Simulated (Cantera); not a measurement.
Feed: 1 mol Si₃N₄, 0.0039 mol C, 7.7 mol H₂, held at 2250 K and 1.90 Pa.

These are equilibrium values from Cantera (NASA tables, ideal gas, pure condensed phases), not measurements of a reactor. The tables' values for SiN are old estimates; treat these amounts as uncertain. The numbers say what is thermodynamically allowed, not how fast it happens.

```json
[
 {"species": "H₂", "before": "0.124", "after": "0.769"},
 {"species": "N₂", "before": "0.110", "after": "0.202"},
 {"species": "H", "before": "0.600", "after": "0.0206"},
 {"species": "Si", "before": "0.165", "after": "0.00592"},
 {"species": "Si₃", "before": "1.56e-8", "after": "1.99e-5"},
 {"species": "SiH₂", "before": "2.46e-7", "after": "0.000288"},
 {"species": "Si₂N", "before": "2.06e-7", "after": "0.000137"},
 {"species": "CN", "before": "2.34e-5", "after": "3.09e-7"},
 {"species": "SiC₂", "before": "1.73e-5", "after": "3.10e-7"},
 {"species": "Si₂", "before": "1.54e-5", "after": "0.000104"},
 {"species": "Si(l), mol", "before": "0", "after": "2.92"}
]
```
Gas species are given as mole fractions.

Task: Which change was made?
A) temperature from 2250 K to 1648.15 K
B) temperature from 2250 K to 3073 K
C) pressure from 1.90 Pa to 10.0 mbar
D) pressure from 1.90 Pa to 0.100 bar

Result: D, pressure from 1.90 Pa to 0.100 bar. Gases not in the tables: Si₂H₆ and higher silanes
